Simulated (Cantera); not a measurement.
Gas mixture: 24.7 % CO, 57.6 % CO2, 17.6 % CH4, at 0.135 Torr, frozen composition.

Cantera's kinetic-theory transport with the Lennard-Jones parameters of GRI-Mech 3.0, ideal gas; thermal conductivity in the multicomponent form. The composition is frozen, though it would react at the higher temperatures.

One state of this run: ρ (kg/m³) = 0.000138; cp (J/kg/K) = 1217; μ (µPa s) = 25.5; λ (mW/m/K) = 44.1; Pr = 0.705; D (cm²/s) O = 4570; D (cm²/s) CH3 = 3230; D (cm²/s) OH = 4480. D: mixture-averaged diffusion coefficient of that species in the mixture.

Task: Which value of T (K) does it belong to?
A. 700
B. 550
C. 1150
D. 1450

Result: B, 550
